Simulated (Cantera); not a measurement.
An adiabatic, constant-pressure homogeneous reactor starts with CH₄ : C₂H₆ : O₂ : N₂ : H₂O = 1 : 0.085 : 3.43 : 12.9 : 2.2 (molar parts), equivalence ratio 0.67, at 1200 K and 1000000 Pa. Integrator tolerance rtol = 1e-08.

Model: GRI-Mech 3.0 (53 species, 325 reactions), integrated in Cantera.

**Question.** What does this change do: CH4 1 to 1.7 parts?

**Answer.** 
| quantity | before | after |
|---|---|---|
| time of steepest temperature rise | 1.29 ms | 1.80 ms |
| temperature at 0.700 s | 2321 K | 2627 K |
| equilibrium temperature | 2321 K | 2627 K |
| x(CH₄) at 0.700 s | <1e-12 (gas-phase equilibrium <1e-12) | <1e-12 (gas-phase equilibrium <1e-12) |
| x(C₂H₆) at 0.700 s | <1e-12 (gas-phase equilibrium <1e-12) | <1e-12 (gas-phase equilibrium <1e-12) |
| x(O₂) at 0.700 s | 0.0532 (gas-phase equilibrium 0.0532) | 0.00357 (gas-phase equilibrium 0.00357) |
| x(CH₂) at 0.700 s | <1e-12 (gas-phase equilibrium <1e-12) | <1e-12 (gas-phase equilibrium <1e-12) |
| x(O) at 0.700 s | 0.000411 (gas-phase equilibrium 0.000411) | 0.000500 (gas-phase equilibrium 0.000500) |
| x(HO₂) at 0.700 s | 8.22e-6 (gas-phase equilibrium 8.22e-6) | 2.65e-6 (gas-phase equilibrium 2.65e-6) |

**Question.** What does this change do: pressure from 1000000 Pa to 500000 Pa?

**Answer.** 
```csv
quantity,before,after
time of steepest temperature rise,1.29 ms,2.06 ms
temperature at 0.700 s,2321 K,2313 K
equilibrium temperature,2321 K,2313 K
x(CH₄) at 0.700 s,<1e-12 (gas-phase equilibrium <1e-12),<1e-12 (gas-phase equilibrium <1e-12)
x(C₂H₆) at 0.700 s,<1e-12 (gas-phase equilibrium <1e-12),<1e-12 (gas-phase equilibrium <1e-12)
x(O₂) at 0.700 s,0.0532 (gas-phase equilibrium 0.0532),0.0533 (gas-phase equilibrium 0.0533)
x(CH₂) at 0.700 s,<1e-12 (gas-phase equilibrium <1e-12),<1e-12 (gas-phase equilibrium <1e-12)
x(O) at 0.700 s,0.000411 (gas-phase equilibrium 0.000411),0.000557 (gas-phase equilibrium 0.000557)
x(HO₂) at 0.700 s,8.22e-6 (gas-phase equilibrium 8.22e-6),6.75e-6 (gas-phase equilibrium 6.75e-6)
```
